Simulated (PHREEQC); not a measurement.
1.6 g of hydrous ferric oxide (600 m²/g; 0.2 weak and 0.005 strong sites per Fe, Dzombak-Morel constants, diffuse double layer) in 1 kg of water with 0.001 mol/kgw of an inert sodium salt and 5.6e-05 mol NaF and 4e-06 mol BaCl2, at 25 °C; the pH is set by adding NaOH or the inert anion's acid. O2 is buffered at 0.21 atm. CO2 from the air is kept out. No solid was allowed to form.

The series has 13 steps of pH, from 4 to 10.

Equilibrium calculation in PHREEQC: ion-association model, wateq4f.dat.

### Question
Near which pH is half of the F sorbed, and on which side is more sorbed?

### Answer
Near pH 7.1, with more sorbed at lower pH.

### Question
Near which pH is half of the Ba sorbed, and on which side is more sorbed?

### Answer
Near pH 7.5, with more sorbed at higher pH.

Complexes and solids missing from the database can't appear.
